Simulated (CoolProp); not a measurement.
Toluene along the isobar 19.8 MPa: fugacity coefficient from the reference equation and from simpler models built on Tc = 591.7 K, pc = 4.126 MPa, ω = 0.266; each cubic takes its own stable root.

Model: reference Helmholtz-energy equation of state, Lemmon 2006, in CoolProp. It is a short technical equation, of lower accuracy than the large ones.

```
T (K)          phase  reference
-----  -------------  ---------
350.2         liquid   0.003717
376.4         liquid   0.008264
402.5         liquid    0.01611
428.7         liquid    0.02837
454.8         liquid    0.04584
481           liquid    0.06923
507.1         liquid    0.09856
533.3         liquid     0.1339
559.4         liquid     0.1743
585.6         liquid     0.2194
611.7  supercritical     0.2676
```

How far does each simpler model (van der Waals, Peng-Robinson) lie from the reference over these 11 states: mean and median of the absolute difference, and the worst?


- van der Waals: mean 328.1 %, median 156.5 %, worst +1322.1 % at 350.2 K and 19.8 MPa
- Peng-Robinson: mean 1.2 %, median 0.9 %, worst +2.9 % at 611.7 K and 19.8 MPa
